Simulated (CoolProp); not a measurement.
Nitrous oxide along the isotherm -28.55 °C: fugacity coefficient from the reference equation and from simpler models built on Tc = 36.4 °C, pc = 7245 kPa, ω = 0.161; each cubic takes its own stable root.

The numbers come from the reference Helmholtz-energy equation of state, Lemmon 2006 in CoolProp. It is a short technical equation, of lower accuracy than the large ones.

```json
[
 {"p (kPa)": "402", "phase": "gas", "reference": "0.9600", "van der Waals": "0.9713", "Redlich-Kwong": "0.9635", "Soave-Redlich-Kwong": "0.9618", "Peng-Robinson": "0.9593"},
 {"p (kPa)": "805", "phase": "gas", "reference": "0.9198", "van der Waals": "0.9426", "Redlich-Kwong": "0.9271", "Soave-Redlich-Kwong": "0.9238", "Peng-Robinson": "0.9190"},
 {"p (kPa)": "1210", "phase": "gas", "reference": "0.8792", "van der Waals": "0.9137", "Redlich-Kwong": "0.8907", "Soave-Redlich-Kwong": "0.8857", "Peng-Robinson": "0.8788"},
 {"p (kPa)": "1610", "phase": "liquid", "reference": "0.7424", "van der Waals": "0.8851", "Redlich-Kwong": "0.8546", "Soave-Redlich-Kwong": "0.7537", "Peng-Robinson": "0.7402"},
 {"p (kPa)": "2010", "phase": "liquid", "reference": "0.5997", "van der Waals": "0.8563", "Redlich-Kwong": "0.6985", "Soave-Redlich-Kwong": "0.6093", "Peng-Robinson": "0.5977"},
 {"p (kPa)": "2410", "phase": "liquid", "reference": "0.5044", "van der Waals": "0.8271", "Redlich-Kwong": "0.5881", "Soave-Redlich-Kwong": "0.5128", "Peng-Robinson": "0.5025"},
 {"p (kPa)": "2820", "phase": "liquid", "reference": "0.4347", "van der Waals": "0.7598", "Redlich-Kwong": "0.5074", "Soave-Redlich-Kwong": "0.4424", "Peng-Robinson": "0.4330"},
 {"p (kPa)": "3220", "phase": "liquid", "reference": "0.3839", "van der Waals": "0.6744", "Redlich-Kwong": "0.4486", "Soave-Redlich-Kwong": "0.3910", "Peng-Robinson": "0.3823"},
 {"p (kPa)": "3620", "phase": "liquid", "reference": "0.3443", "van der Waals": "0.6079", "Redlich-Kwong": "0.4028", "Soave-Redlich-Kwong": "0.3510", "Peng-Robinson": "0.3428"}
]
```

At some of these states van der Waals, Redlich-Kwong gives the other phase, because its saturation line lies elsewhere.
